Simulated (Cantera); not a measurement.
An adiabatic, constant-volume homogeneous reactor starts with CH3OH : O2 : N2 = 1 : 3.19 : 12 (molar parts), at 1150 K and 5.00 bar. Integrator tolerance rtol = 1e-08.

Cantera simulation using GRI-Mech 3.0 (53 species, 325 reactions); the numbers are that mechanism's predictions, not measurements. GRI-Mech 3.0 was tuned for natural gas; its chemistry of methanol as a main component is partial and can be far from experiment.

**Question.** What does this change do: 1.3 parts CO2 added?

**Answer.** 
| quantity | before | after |
|---|---|---|
| time of steepest temperature rise | 6.89 ms | 6.94 ms |
| temperature at 8.00 s | 2403 K | 2282 K |
| equilibrium temperature | 2403 K | 2282 K |
| x(CH3OH) at 8.00 s | <1e-12 (gas-phase equilibrium <1e-12) | <1e-12 (gas-phase equilibrium <1e-12) |
| x(O2) at 8.00 s | 0.0940 (gas-phase equilibrium 0.0940) | 0.0890 (gas-phase equilibrium 0.0890) |
| x(NO) at 8.00 s | 0.0123 (gas-phase equilibrium 0.0123) | 0.00904 (gas-phase equilibrium 0.00904) |
| x(C2H) at 8.00 s | <1e-12 (gas-phase equilibrium <1e-12) | <1e-12 (gas-phase equilibrium <1e-12) |
| x(H2O2) at 8.00 s | 6.66e-7 (gas-phase equilibrium 6.66e-7) | 4.39e-7 (gas-phase equilibrium 4.39e-7) |
